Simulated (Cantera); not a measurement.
Input (Python, Cantera) and output of one run.

```python
import numpy as np
import cantera as ct

gas_names = """
    B BH BH2 BH3 BN B2 H H2 N NH NH2 NH3 N2 N2H2 N2H4
""".split()
cond_names = """
    B(b) B(L) BN(s)
""".split()


def load(file, names, dense=False):
    # The tables refer to 1 bar. Condensed volumes are neglected.
    table = {s.name: s for s in ct.Species.list_from_file(file)}
    out = []
    for n in names:
        d = dict(table[n].input_data)
        d["thermo"] = dict(d["thermo"], **{"reference-pressure": 1e5})
        if dense:
            d["equation-of-state"] = {"model": "constant-volume", "density": "1e6 g/cm^3"}
        out.append(ct.Species.from_dict(d))
    return out


gas = ct.Solution(thermo="ideal-gas", species=load("nasa_gas.yaml", gas_names))
cond = {s.name: ct.Solution(thermo="fixed-stoichiometry", species=[s], name=s.name)
        for s in load("nasa_condensed.yaml", cond_names, dense=True)}
atoms = {
    'B': {'B': 1},
    'NH3': {'N': 1, 'H': 3},
}
top_T = {'BN(s)': 3200}  # K; cautious upper limits of use, not melting points


def equilibrate(T, P, feed):
    n = {}
    for name, mol in feed.items():
        for a, k in atoms[name].items():
            n[a] = n.get(a, 0.0) + k * mol
    gas.TPX = T, P, n
    mass = sum(n.values()) * gas.mean_molecular_weight
    gas.equilibrate("TP")
    valid = [c for c in cond.values() if c.min_temp <= T <= top_T.get(c.name, c.max_temp)]
    mix = ct.Mixture([(gas, mass / gas.mean_molecular_weight)] + [(c, 0.0) for c in valid])
    mix.T, mix.P = T, P
    mix.equilibrate("TP", solver="vcs", rtol=1e-11, max_steps=5000)
    return mix


results = []
feed = {'B': 1, 'NH3': 18}  # mol
T = 1125  # K
P = 13332.2  # Pa
mix = equilibrate(T, P, feed)
results.append((T, P, feed, dict(zip(mix.species_names, mix.species_moles))))
x = sorted(zip(gas.X, gas.species_names), reverse=True)
print(f"T = {T:g} K  P = {P:g} Pa  gas = {mix.phase_moles(0):.4g} mol")
print("   x: " + "  ".join(f"{s} {v:.3e}" for v, s in x if v > 0.0001))
print("   condensed (mol): " + ("  ".join(f"{mix.phase(i).name} {mix.phase_moles(i):.4g}"
      for i in range(1, mix.n_phases) if mix.phase_moles(i) > 1e-12) or "none"))
```

It prints:

```
T = 1125 K  P = 13332.2 Pa  gas = 35.5 mol
   x: H2 7.606e-01  N2 2.394e-01
   condensed (mol): BN(s) 1
```

These are equilibrium values from Cantera (NASA tables, ideal gas, pure condensed phases), not measurements of a reactor.
